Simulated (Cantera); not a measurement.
Input (Python, Cantera):

```python
import numpy as np
import cantera as ct

gas = ct.Solution("gri30.yaml")
gas.TPX = 1125, 320000, {'CO': 0.0055, 'O2': 0.0088, 'H2O': 0.076, 'N2': 1}
reactor = ct.IdealGasConstPressureReactor(gas, energy="off", clone=False)
net = ct.ReactorNet([reactor])
net.rtol, net.atol = 1e-08, 1e-18
show = ['CO', 'O2', 'H2O', 'NO', 'H2', 'HO2', 'CO2']
times = np.geomspace(0.0002, 1, 12)

steps = ct.SolutionArray(gas, extra=["t"])
rows = []
print(f"{'t/s':>10s}{'T/K':>9s}{'P/Pa':>11s}" + "".join(f"{s:>11s}" for s in show))
for t in times:
    while net.time < t:
        t_next = net.step()
        steps.append(gas.state, t=t_next)
    rows.append([np.interp(t, steps.t, y) for y in (steps.T, steps.P, *steps(*show).X.T)])
    print(f"{t:10.3e}{rows[-1][0]:9.1f}{rows[-1][1]:11.4g}" + "".join(f"{x:11.3e}" for x in rows[-1][2:]))
rate = np.gradient(steps.T, steps.t)
print("integrator steps:", len(steps.t))
if steps.T.max() > steps.T[0] + 200:
    print(f"time of steepest temperature rise: {steps.t[rate.argmax()]:.4e} s")
gas.TPX = 1125, 320000, {'CO': 0.0055, 'O2': 0.0088, 'H2O': 0.076, 'N2': 1}
gas.equilibrate("TP")
print(f"equilibrium (TP): T = {gas.T:.1f} K  " + "  ".join(f"{s} {gas[s].X[0]:.3e}" for s in show))
```

Output:

```
       t/s      T/K       P/Pa         CO         O2        H2O         NO         H2        HO2        CO2
 2.000e-04   1125.0    3.2e+05  5.044e-03  8.071e-03  6.971e-02  2.735e-19  1.776e-10  5.507e-10  1.455e-09
 4.338e-04   1125.0    3.2e+05  5.044e-03  8.071e-03  6.971e-02  1.176e-18  9.528e-10  2.727e-09  6.499e-09
 9.410e-04   1125.0    3.2e+05  5.044e-03  8.071e-03  6.971e-02  6.560e-18  5.564e-09  1.419e-08  3.558e-08
 2.041e-03   1125.0    3.2e+05  5.044e-03  8.071e-03  6.971e-02  1.458e-16  6.216e-08  1.394e-07  3.910e-07
 4.427e-03   1125.0    3.2e+05  5.018e-03  8.056e-03  6.970e-02  2.695e-13  4.421e-06  4.747e-06  2.626e-05
 9.602e-03   1125.0    3.2e+05  4.642e-03  7.894e-03  6.965e-02  1.425e-11  6.025e-05  7.404e-06  4.037e-04
 2.083e-02   1125.0    3.2e+05  3.873e-03  7.538e-03  6.962e-02  5.545e-11  1.129e-04  7.070e-06  1.174e-03
 4.518e-02   1125.0    3.2e+05  2.720e-03  6.966e-03  6.967e-02  1.394e-10  1.113e-04  5.896e-06  2.330e-03
 9.799e-02   1125.0    3.2e+05  1.503e-03  6.342e-03  6.975e-02  2.411e-10  7.176e-05  4.058e-06  3.550e-03
 2.125e-01   1125.0    3.2e+05  6.470e-04  5.900e-03  6.982e-02  2.841e-10  3.461e-05  2.239e-06  4.409e-03
 4.610e-01   1125.0    3.2e+05  2.227e-04  5.679e-03  6.986e-02  2.544e-10  1.331e-05  9.780e-07  4.834e-03
 1.000e+00   1125.0    3.2e+05  5.711e-05  5.593e-03  6.988e-02  2.339e-10  3.907e-06  3.152e-07  5.000e-03
integrator steps: 903
equilibrium (TP): T = 1125.0 K  CO 1.012e-10  O2 5.553e-03  H2O 6.988e-02  NO 1.875e-05  H2 1.272e-09  HO2 4.040e-10  CO2 5.057e-03
```

Detailed kinetics in Cantera: GRI-Mech 3.0 (53 species, 325 reactions).
